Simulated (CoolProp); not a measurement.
A single-stage vapour-compression cycle with dimethyl ether: evaporating at 309.15 K (dew point), condensing at 340.15 K (bubble point), superheat 5 K, subcooling 8 K, compressor efficiency 0.75, no pressure losses. Each further row changes one setting.

Values from CoolProp's reference Helmholtz-energy equation of state, Wu 2011.

```
case                              cooling COP  pressure ratio  discharge temperature (K)  refrigerating effect (kJ/kg)  volumetric capacity (kJ/m³)
--------------------------------  -----------  --------------  -------------------------  ----------------------------  ---------------------------
as stated                                6.71            2.11                      356.4                           333                         5440
evaporating temperature 314.15 K         8.27            1.85                      354.4                             …                         6280
condensing temperature 335.15 K             …               …                          …                           346                         5650
subcooling 13 K                          6.97            2.11                      356.4                           346                         5650
superheat 15 K                              …            2.11                          …                           351                            …
compressor efficiency 0.65               5.81            2.11                      360.2                           333                         5440
```

**Question.** Some entries are withheld; supply them.

**Answer.** 
- evaporating temperature 314.15 K, refrigerating effect (kJ/kg): 338
- condensing temperature 335.15 K, cooling COP: 8.20
- condensing temperature 335.15 K, pressure ratio: 1.89
- condensing temperature 335.15 K, discharge temperature (K): 349.9
- superheat 15 K, cooling COP: 6.70
- superheat 15 K, discharge temperature (K): 366.6
- superheat 15 K, volumetric capacity (kJ/m³): 5450
